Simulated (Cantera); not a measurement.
An adiabatic, constant-pressure homogeneous reactor starts with 5.01 % CH4, 26.4 % O2, 68.6 % N2, equivalence ratio 0.38, at 1748 K and 675 Torr.

Detailed kinetics in Cantera: GRI-Mech 3.0 (53 species, 325 reactions).

Problem. Predict: time of steepest temperature rise; temperature at 0.200 s; equilibrium temperature; x(O2) at 0.200 s; x(H2O2) at 0.200 s; x(O) at 0.200 s.

Solution. 
* **time of steepest temperature rise**: 0.134 ms
* **temperature at 0.200 s**: 2552 K
* **equilibrium temperature**: 2552 K
* **x(O2) at 0.200 s**: 0.148 (gas-phase equilibrium 0.148)
* **x(H2O2) at 0.200 s**: 2.55e-7 (gas-phase equilibrium 2.55e-7)
* **x(O) at 0.200 s**: 0.00759 (gas-phase equilibrium 0.00759)
